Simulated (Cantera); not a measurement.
Input: 1 mol MgO, 0.034 mol I₂, equilibrated at 873 K and 1 atm.

Method: chemical equilibrium by Gibbs-energy minimisation in Cantera with the NASA 1993 tables (ideal gas, pure condensed phases). Candidate condensed phases: I₂, Mg, MgI₂, MgO; 10 gas species. Rates play no part.

Base state: I₂ 0.986, I 0.0143 (mole fractions); condensed: MgO(s).

Problem. What changes in the equilibrium state with this change: temperature from 873 K to 1123 K?

Solution. 
```
species      before  after
-----------  ------  -----
I₂            0.986  0.859
I            0.0143  0.141
MgO(s), mol    1.00   1.00
```
